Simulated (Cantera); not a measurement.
Feed: 1 mol CuO, a varied amount of CO, held at 2000 K and 0.610 bar.

Equilibrium computed with Cantera from the NASA thermochemical tables; the gas is ideal and each condensed phase is pure. Candidate condensed phases: C, Cu, CuO, Cu2O; 15 gas species. The numbers say what is thermodynamically allowed, not how fast it happens.

### Question
At 1.6 mol CO, list the 4 most abundant gas species with their mole fractions, and the condensed phases.

### Answer
CO2 0.621, CO 0.372, Cu 0.00706, Cu2 2.92e-5. Condensed: Cu(l).
